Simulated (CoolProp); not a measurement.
Nitrogen at 604.73 K and 4.71 MPa flows at 0.11 m/s in a round tube of 1 mm bore and 45 µm roughness, fully developed (64/Re and Nu = 3.66 if laminar; Colebrook and Gnielinski if turbulent). Each further row changes one setting.

Model: reference Helmholtz-energy equation of state, Span 2000, in CoolProp.

```json
[
 {"case": "as stated", "Reynolds number": "94.2", "Darcy friction factor": "0.679", "pressure drop (Pa/m)": "106", "heat-transfer coefficient (W/(m² K))": "168", "mass flow (kg/h)": "___"},
 {"case": "velocity 0.22 m/s", "Reynolds number": "188", "Darcy friction factor": "0.340", "pressure drop (Pa/m)": "___", "heat-transfer coefficient (W/(m² K))": "168", "mass flow (kg/h)": "0.0160"},
 {"case": "diameter 2 mm", "Reynolds number": "188", "Darcy friction factor": "0.340", "pressure drop (Pa/m)": "26.4", "heat-transfer coefficient (W/(m² K))": "84.2", "mass flow (kg/h)": "___"}
]
```

### Question
Fill in the missing entries.

### Answer

- as stated, mass flow (kg/h): 0.00800
- velocity 0.22 m/s, pressure drop (Pa/m): 211
- diameter 2 mm, mass flow (kg/h): 0.0320

Viscosity comes from a separate model (Lemmon 2004). Thermal conductivity comes from a separate model (Lemmon 2004).
